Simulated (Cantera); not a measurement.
# NO annealing gas

An isothermal, constant-pressure homogeneous reactor starts with 9.71 % NO, 90.3 % N2, at 2023 K and 0.0132 atm.

Computed with Cantera and GRI-Mech 3.0 (53 species, 325 reactions). Radical loss at walls, strong at low pressure, is not modelled.

```json
[
 {"t (s)": "2.00e-6", "x NO": "0.0971", "x O": "3.44e-10", "x N2": "0.903", "x N2O": "3.44e-10", "x NO2": "<1e-12", "x O2": "<1e-12"},
 {"t (s)": "5.97e-6", "x NO": "0.0971", "x O": "1.03e-9", "x N2": "0.903", "x N2O": "1.03e-9", "x NO2": "<1e-12", "x O2": "<1e-12"},
 {"t (s)": "1.78e-5", "x NO": "0.0971", "x O": "3.07e-9", "x N2": "0.903", "x N2O": "3.07e-9", "x NO2": "<1e-12", "x O2": "<1e-12"},
 {"t (s)": "5.33e-5", "x NO": "0.0971", "x O": "9.19e-9", "x N2": "0.903", "x N2O": "9.17e-9", "x NO2": "<1e-12", "x O2": "<1e-12"},
 {"t (s)": "0.000159", "x NO": "0.0971", "x O": "2.75e-8", "x N2": "0.903", "x N2O": "2.73e-8", "x NO2": "3.05e-12", "x O2": "4.79e-12"},
 {"t (s)": "0.000476", "x NO": "0.0971", "x O": "8.26e-8", "x N2": "0.903", "x N2O": "8.11e-8", "x NO2": "2.66e-11", "x O2": "4.28e-11"},
 {"t (s)": "0.00142", "x NO": "0.0971", "x O": "2.51e-7", "x N2": "0.903", "x N2O": "2.38e-7", "x NO2": "2.23e-10", "x O2": "3.87e-10"},
 {"t (s)": "0.00424", "x NO": "0.0971", "x O": "7.85e-7", "x N2": "0.903", "x N2O": "6.74e-7", "x NO2": "1.68e-9", "x O2": "3.56e-9"},
 {"t (s)": "0.0127", "x NO": "0.0971", "x O": "2.63e-6", "x N2": "0.903", "x N2O": "1.73e-6", "x NO2": "1.02e-8", "x O2": "3.46e-8"},
 {"t (s)": "0.0379", "x NO": "0.0971", "x O": "9.54e-6", "x N2": "0.903", "x N2O": "3.43e-6", "x NO2": "4.82e-8", "x O2": "3.66e-7"},
 {"t (s)": "0.113", "x NO": "0.0970", "x O": "3.40e-5", "x N2": "0.903", "x N2O": "4.38e-6", "x NO2": "1.84e-7", "x O2": "4.02e-6"},
 {"t (s)": "0.338", "x NO": "0.0969", "x O": "0.000105", "x N2": "0.903", "x N2O": "4.31e-6", "x NO2": "5.46e-7", "x O2": "4.08e-5"},
 {"t (s)": "1.01", "x NO": "0.0961", "x O": "0.000259", "x N2": "0.903", "x N2O": "4.01e-6", "x NO2": "1.20e-6", "x O2": "0.000351"},
 {"t (s)": "3.01", "x NO": "0.0924", "x O": "0.000439", "x N2": "0.905", "x N2O": "3.49e-6", "x NO2": "2.01e-6", "x O2": "0.00211"},
 {"t (s)": "9.00", "x NO": "0.0775", "x O": "0.000732", "x N2": "0.912", "x N2O": "2.25e-6", "x NO2": "3.15e-6", "x O2": "0.00939"}
]
```
x: mole fraction; the columns are a selection and need not sum to one.

Equilibrium at this temperature and pressure: NO 0.00419, O 0.00148, N2 0.949, N2O 2.98e-8, NO2 3.74e-7, O2 0.0457 (gas phase only).
